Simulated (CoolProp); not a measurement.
Properties of R141b along the isotherm 500 K (Tc = 477.5 K, pc = 4.212 MPa, ω = 0.220).

Model: reference Helmholtz-energy equation of state, Lemmon 2006, in CoolProp. It is a short technical equation, of lower accuracy than the large ones.

```csv
p (MPa),phase,density (kg/m³),cv (kJ/(kg K)),isothermal compressibility (1/MPa)
0.234,gas,6.688,0.9278,4.342
0.468,gas,13.60,0.9305,2.209
0.702,gas,20.75,0.9334,1.500
0.936,gas,28.17,0.9364,1.147
1.17,gas,35.88,0.9395,0.9374
1.4,gas,43.78,0.9428,0.8013
1.64,gas,52.40,0.9465,0.7018
1.87,gas,61.07,0.9502,0.6321
2.11,gas,70.58,0.9543,0.5776
```
